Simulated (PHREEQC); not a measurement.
## Copper plating or etch bath

Consider water at 25 °C with 0.0048 mol/kgw Cu(BF4)2 and 0.0052 mol/kgw H2SO4. Closed to the air; pH follows from the charge balance.

The numbers come from PHREEQC with the ion-association model, wateq4f.dat.

Each row changes one thing in this solution. No solid was allowed to form.

| case | pH | ionic strength (mol/kgw) | SO4-2 (mol/kgw) | HSO4- (mol/kgw) |
|---|---|---|---|---|
| as made | 2.14 | 0.0232 | 0.00301 | 0.00139 |
| Cu(BF4)2 left out | 2.11 | ? | 0.00336 | 0.00184 |
| H2SO4 replaced by ZnSO4 at the same molality | ? | 0.0290 | 0.00325 | 0.000218 |
| 0.0064 mol/kgw CO2 added | 2.14 | 0.0232 | 0.00301 | 0.00139 |
| diluted 5-fold with water | 2.71 | 0.00555 | 0.000835 | 0.000125 |
| H2SO4 from 0.0052 to 0.00468 mol/kgw | ? | 0.0224 | 0.00276 | 0.00117 |
| diluted 2-fold with water | 2.40 | 0.0124 | 0.00179 | 0.000497 |
| H2SO4 from 0.0052 to 0.00104 mol/kgw | 2.67 | 0.0166 | 0.000701 | 9.99e-5 |
| temperature from 25 to 80 °C | 2.31 | 0.0198 | 0.00200 | 0.00250 |

Problem. Complete the blanks.

Solution. 
- Cu(BF4)2 left out, ionic strength (mol/kgw): 0.0119
- H2SO4 replaced by ZnSO4 at the same molality, pH: 2.96
- H2SO4 from 0.0052 to 0.00468 mol/kgw, pH: 2.18

Complexes and solids missing from the database can't appear. Away from 25 °C the constants follow the database's enthalpies or fits; those with neither stay at their 25 °C values. Real BF4- forms and hydrolyses slowly; the run takes it at equilibrium.
